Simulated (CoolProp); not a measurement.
Vapour-liquid equilibrium of n-heptane (1) + m-xylene (2) at 365.8 K; x and y are mole fractions of (1).

Model: multi-fluid Helmholtz-energy mixture model, Span 2003 and Zhou 2012; pair parameters Bell 2016, in CoolProp.

Problem. Give the bubble pressure and the first vapour's composition at x = 0.2, 0.425, 0.8. Is there an azeotrope?

Solution. x = 0.2: 0.03986 MPa, y = 0.503; x = 0.425: 0.05386 MPa, y = 0.721; x = 0.8: 0.07438 MPa, y = 0.920. No azeotrope shows between x = 0.05 and 0.95.

Pair parameters are fitted to limited data, so mixtures are less certain than the pure fluids.
